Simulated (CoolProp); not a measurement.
Computed with CoolProp (reference Helmholtz-energy equation of state, Zhou 2012).

Task: Give the vapour pressure (bar), enthalpy of vaporisation (kJ/kg), liquid cp (kJ/(kg K)), vapour Z of saturated ethylbenzene at 422.6 K.

Result: 
| T (K) | p (bar) | enthalpy of vaporisation (kJ/kg) | liquid cp (kJ/(kg K)) | vapour Z |
|---|---|---|---|---|
| 422.6 | 1.43 | 327 | 2.19 | 0.944 |
